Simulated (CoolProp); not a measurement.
Computed with CoolProp (reference Helmholtz-energy equation of state, Lemmon 2006). It is a short technical equation, of lower accuracy than the large ones.

### Question
For carbonyl sulfide, give the phase and the density (kg/m³), cp (kJ/(kg K)), isothermal compressibility (1/MPa), expansivity (1/kK) at 355.3 K and 49.8 bar; 355.3 K and 119 bar.

### Answer
- 355.3 K and 49.8 bar: liquid; density 785, cp 2.00, isothermal compressibility 0.0233, expansivity 8.03
- 355.3 K and 119 bar: liquid; density 863, cp 1.50, isothermal compressibility 0.00889, expansivity 4.10
